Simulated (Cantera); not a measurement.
A perfectly stirred reactor is fed with CH4 : H2O = 1 : 0.84 (molar parts), at 4.00 bar; it is held at 2048 K, and followed from long to short residence time.

Computed with Cantera and GRI-Mech 3.0 (53 species, 325 reactions).

One state of this run: x CH4 = 0.0125; x H2O = 0.0437; x CH2O = 4.76e-7; x H2 = 0.707; x HCO = 2.38e-7; x H = 0.000947. x: mole fraction; the columns are a selection and need not sum to one.

### Question
Which value of τ (s) does it belong to?
(A) 0.0068
(B) 1.9
(C) 0.083
(D) 0.024

### Answer
C, 0.083
